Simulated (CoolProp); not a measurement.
Values from CoolProp's reference Helmholtz-energy equation of state, Lemmon 2005. It is a short technical equation, of lower accuracy than the large ones.

Give the vapour pressure (MPa), liquid density (kg/m³), enthalpy of vaporisation (kJ/kg), surface tension (mN/m) of saturated 1-butene at 396.6 K.


```
T (K)  p (MPa)  liquid density (kg/m³)  enthalpy of vaporisation (kJ/kg)  surface tension (mN/m)
-----  -------  ----------------------  --------------------------------  ----------------------
396.6     2.73                     417                               188                    1.48
```

Surface tension comes from a separate correlation (Mulero 2012).
